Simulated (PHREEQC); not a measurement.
## Acid rinse or clean

A solution holds 0.02 mol/kgw HCl, 9.3e-05 mol/kgw CaCl2 and 0.03 mol/kgw MgCl2, at 92 °C. Closed to the air; pH follows from the charge balance.

The numbers come from PHREEQC with the ion-association model, phreeqc.dat.

Each row changes one thing in this solution. No solid was allowed to form.

| case | pH | MgOH+ (mol/kgw) |
|---|---|---|
| as made | 1.80 | 4.27e-10 |
| diluted 10-fold with water | 2.75 | ? |
| 0.00094 mol/kgw H2SO4 added | ? | ? |
| 0.0018 mol/kgw NaHCO3 added | 1.84 | ? |
| HCl left out | 5.60 | 2.86e-6 |
| 0.002 mol/kgw NH3 added | 1.84 | 4.74e-10 |
| CaCl2 from 9.3e-05 to 0.000186 mol/kgw | 1.80 | 4.27e-10 |

**Question.** Complete the blanks.

**Answer.** 
- diluted 10-fold with water, MgOH+ (mol/kgw): 5.94e-10
- 0.00094 mol/kgw H2SO4 added, pH: 1.77
- 0.00094 mol/kgw H2SO4 added, MgOH+ (mol/kgw): 3.94e-10
- 0.0018 mol/kgw NaHCO3 added, MgOH+ (mol/kgw): 4.69e-10

At this temperature some constants are extrapolated from 25 °C, and those without enthalpy data are left unchanged.
